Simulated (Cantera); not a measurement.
## Silicon etching in halogen gases: Si + HF + H₂ + F₂

Feed: 1 mol Si, 13 mol HF, 2.8 mol H₂, 8.6 mol F₂, held at 1.33 mbar.

Equilibrium computed with Cantera from the NASA thermochemical tables; the gas is ideal and each condensed phase is pure. Candidate condensed phases: Si; 25 gas species. Rates play no part.

```json
[
 {"T (°C)": "377", "x HF": "0.793", "x F": "0.00537", "x F₂": "0.159", "x SiF₄": "0.0426", "x H₂F₂": "2.24e-7", "x SiF₃": "<1e-12", "x H": "<1e-12"},
 {"T (°C)": "477", "x HF": "0.780", "x F": "0.0376", "x F₂": "0.141", "x SiF₄": "0.0419", "x H₂F₂": "1.04e-7", "x SiF₃": "<1e-12", "x H": "<1e-12"},
 {"T (°C)": "577", "x HF": "0.741", "x F": "0.136", "x F₂": "0.0835", "x SiF₄": "0.0398", "x H₂F₂": "5.37e-8", "x SiF₃": "<1e-12", "x H": "<1e-12"},
 {"T (°C)": "677", "x HF": "0.699", "x F": "0.240", "x F₂": "0.0227", "x SiF₄": "0.0376", "x H₂F₂": "3.09e-8", "x SiF₃": "<1e-12", "x H": "<1e-12"},
 {"T (°C)": "777", "x HF": "0.687", "x F": "0.273", "x F₂": "0.00400", "x SiF₄": "0.0369", "x H₂F₂": "2.10e-8", "x SiF₃": "<1e-12", "x H": "<1e-12"},
 {"T (°C)": "877", "x HF": "0.684", "x F": "0.278", "x F₂": "0.000802", "x SiF₄": "0.0368", "x H₂F₂": "1.57e-8", "x SiF₃": "<1e-12", "x H": "<1e-12"},
 {"T (°C)": "977", "x HF": "0.684", "x F": "0.279", "x F₂": "0.000202", "x SiF₄": "0.0368", "x H₂F₂": "1.24e-8", "x SiF₃": "<1e-12", "x H": "<1e-12"},
 {"T (°C)": "1077", "x HF": "0.684", "x F": "0.279", "x F₂": "6.18e-5", "x SiF₄": "0.0368", "x H₂F₂": "1.02e-8", "x SiF₃": "<1e-12", "x H": "<1e-12"},
 {"T (°C)": "1177", "x HF": "0.684", "x F": "0.279", "x F₂": "2.22e-5", "x SiF₄": "0.0368", "x H₂F₂": "8.61e-9", "x SiF₃": "2.86e-12", "x H": "3.11e-12"},
 {"T (°C)": "1277", "x HF": "0.684", "x F": "0.279", "x F₂": "9.09e-6", "x SiF₄": "0.0368", "x H₂F₂": "7.48e-9", "x SiF₃": "7.45e-11", "x H": "7.09e-11"},
 {"T (°C)": "1377", "x HF": "0.684", "x F": "0.279", "x F₂": "4.14e-6", "x SiF₄": "0.0368", "x H₂F₂": "6.63e-9", "x SiF₃": "1.31e-9", "x H": "1.11e-9"}
]
```
x: gas mole fraction; nothing condenses.

From 377 °C to 1377 °C nothing is condensed. The main Si-bearing gas is SiF₄ throughout.
